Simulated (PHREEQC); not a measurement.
Solution (25 °C): 0.002 mol/kgw ZnSO4 and 0.28 mol/kgw MnSO4. Closed to the air; pH follows from the charge balance.

Equilibrium calculation in PHREEQC: ion-association model, wateq4f.dat.

Each row changes one thing in this solution. Precipitation was switched off in this run.

```tsv
case	pH	ionic strength (mol/kgw)	SO4-2 (mol/kgw)	HSO4- (mol/kgw)
as made	6.28	0.554	0.138	2.12e-6
ZnSO4 from 0.002 to 0.01 mol/kgw	6.18	0.567	0.139	2.65e-6
MnSO4 from 0.28 to 0.252 mol/kgw	6.28	0.503	0.125	(withheld)
MnSO4 from 0.28 to 0.56 mol/kgw	6.26	1.06	(withheld)	3.42e-6
ZnSO4 left out	6.31	0.550	0.138	(withheld)
MnSO4 replaced by Mn(NO3)2 at the same molality	5.84	0.791	0.000813	3.07e-8
MnSO4 from 0.28 to 0.308 mol/kgw	6.28	0.604	(withheld)	2.26e-6
MnSO4 replaced by H2SO4 at the same molality	0.62	0.345	0.0310	0.250
temperature from 25 to 60 °C	5.88	0.448	0.111	1.00e-5
```

Fill in the missing entries.


- MnSO4 from 0.28 to 0.252 mol/kgw, HSO4- (mol/kgw): 1.98e-6
- MnSO4 from 0.28 to 0.56 mol/kgw, SO4-2 (mol/kgw): 0.264
- ZnSO4 left out, HSO4- (mol/kgw): 1.96e-6
- MnSO4 from 0.28 to 0.308 mol/kgw, SO4-2 (mol/kgw): 0.150

The ionic strength passes 0.7 mol/kgw, the rough limit of the ion-association models, in MnSO4 from 0.28 to 0.56 mol/kgw; MnSO4 replaced by Mn(NO3)2 at the same molality. Constants without temperature data keep their 25 °C values here.
